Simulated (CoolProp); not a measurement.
Values from CoolProp's reference Helmholtz-energy equation of state, McLinden 2015.

**Question.** Give the vapour pressure (kPa), liquid density (kg/m³), vapour density (kg/m³), enthalpy of vaporisation (kJ/kg) of saturated the fluoroketone C6F12O (FK-5-1-12) at 140.25 °C.

**Answer.** 
```tsv
T (°C)	p (kPa)	liquid density (kg/m³)	vapour density (kg/m³)	enthalpy of vaporisation (kJ/kg)
140.25	1090	1130	156	49.5
```
